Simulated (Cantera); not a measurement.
A Cantera script and its output.

```python
import numpy as np
import cantera as ct

gas = ct.Solution("h2o2.yaml")
gas.TPX = 448, 620000, {'H2': 1, 'O2': 0.617, 'N2': 2.32}
inlet = ct.Reservoir(gas, clone=True)
gas.equilibrate("HP")  # start burning
reactor = ct.IdealGasConstPressureReactor(gas, energy="on", clone=False)
exhaust = ct.Reservoir(gas, clone=True)
tau = [0.14, 0.063, 0.029, 0.013, 0.006, 0.0027, 0.0012, 0.00057, 0.00026, 0.00012, 5.4e-05, 2.5e-05][0]
for a, b in ((inlet, reactor), (reactor, exhaust)):
    ct.MassFlowController(a, b, mdot=lambda t: reactor.mass / tau)
net = ct.ReactorNet([reactor])
show = ['H2', 'O2', 'H2O2', 'HO2', 'H2O']

rows = []
print(f"{'tau/s':>10s}{'T/K':>9s}" + "".join(f"{s:>11s}" for s in show))
for tau in [0.14, 0.063, 0.029, 0.013, 0.006, 0.0027, 0.0012, 0.00057, 0.00026, 0.00012, 5.4e-05, 2.5e-05]:
    net.initial_time = 0.0
    net.advance(30 * tau)
    before = gas.X
    net.advance(40 * tau)
    drift = np.max(np.abs(gas.X - before) / (gas.X + 1e-9))
    rows.append([gas.T, *gas[show].X, drift])
    print(f"{tau:10.3e}{gas.T:9.1f}" + "".join(f"{x:11.3e}" for x in gas[show].X))
```

Result:

```
     tau/s      T/K         H2         O2       H2O2        HO2        H2O
 1.400e-01   2312.9  1.431e-03  3.321e-02  5.945e-07  5.682e-06  2.861e-01
 6.300e-02   2312.7  1.447e-03  3.321e-02  5.957e-07  5.705e-06  2.861e-01
 2.900e-02   2312.3  1.479e-03  3.321e-02  5.982e-07  5.754e-06  2.861e-01
 1.300e-02   2311.4  1.551e-03  3.322e-02  6.038e-07  5.864e-06  2.859e-01
 6.000e-03   2309.5  1.698e-03  3.324e-02  6.156e-07  6.095e-06  2.856e-01
 2.700e-03   2305.5  2.012e-03  3.329e-02  6.416e-07  6.609e-06  2.850e-01
 1.200e-03   2297.4  2.644e-03  3.339e-02  6.961e-07  7.729e-06  2.839e-01
 5.700e-04   2284.2  3.686e-03  3.360e-02  7.882e-07  9.778e-06  2.820e-01
 2.600e-04   2261.1  5.498e-03  3.402e-02  9.460e-07  1.382e-05  2.787e-01
 1.200e-04   2225.6  8.241e-03  3.481e-02  1.173e-06  2.089e-05  2.739e-01
 5.400e-05   2171.3  1.229e-02  3.621e-02  1.492e-06  3.326e-05  2.669e-01
 2.500e-05   2097.5  1.749e-02  3.833e-02  1.913e-06  5.241e-05  2.578e-01
```

Detailed kinetics in Cantera: the H2/O2 subset of GRI-Mech 3.0, which has no nitrogen chemistry. The hydrogen kinetics of GRI-Mech 3.0 are dated; newer H2 mechanisms differ, most at raised pressure.
